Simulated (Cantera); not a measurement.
Thermodynamics of sublimation and decomposition of ceramics, feed Si₃N₄ + H₂

Feed: 1 mol Si₃N₄, 3.4 mol H₂, at 2425 K.

These are equilibrium values from Cantera (NASA tables, ideal gas, pure condensed phases), not measurements of a reactor. Candidate condensed phases: Si, Si₃N₄; 18 gas species. The tables' values for SiN are old estimates; treat these amounts as uncertain. Gases not in the tables: Si₂H₆ and higher silanes. Rates play no part.

| P (Pa) | log p H₂ | log p H | log p N₂ | log p Si | n Si(l) |
|---|---|---|---|---|---|
| 1 | -7.01 | -5.25 | -5.77 | -5.59 | 0 |
| 16 | -4.81 | -4.15 | -4.53 | -4.35 | 0 |
| 250 | -3.16 | -3.33 | -3.27 | -3.10 | 0 |
| 4000 | -1.67 | -2.58 | -1.88 | -2.57 | 2.54 |
| 63000 | -0.41 | -1.95 | -0.64 | -2.57 | 2.97 |
| 1000000 | 0.80 | -1.35 | 0.57 | -2.57 | 2.99 |
log p: log10 of the partial pressure in bar; n: condensed amount in mol.

From 1.00 Pa to 250 Pa nothing is condensed. From 4000 Pa to 1000000 Pa the condensed part is Si(l). The main Si-bearing gas is Si at 1.00 Pa and SiH₂ at 1000000 Pa.
